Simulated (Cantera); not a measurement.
A perfectly stirred reactor is fed with 4.11 % CO, 0.365 % H₂, 2.67 % CH₄, 14.9 % O₂, 78.0 % N₂, equivalence ratio 0.51, at 188 Torr; it is adiabatic with a 550 K inlet, and is followed from long to short residence time, starting on the burning branch (τ in s: 0.29, 0.12, 0.054, 0.023, 0.0099, 0.0043, 0.0018, 0.00079, 0.00034, 0.00015, 6.4e-05).

Cantera simulation using GRI-Mech 3.0 (53 species, 325 reactions); the numbers are that mechanism's predictions, not measurements.

One state of this run: T (K) = 1504; x CO = 0.00239; x H₂ = 0.000443; x CH₄ = 2.30e-5; x NO = 3.62e-6; x HO₂ = 3.72e-6; x CH₃ = 1.93e-6; x CH₂CO = 5.10e-10. x: mole fraction; the columns are a selection and need not sum to one.

**Question.** Which value of τ (s) does it belong to?
A. 0.0018
B. 0.054
C. 0.0099
D. 0.29

**Answer.** B, 0.054
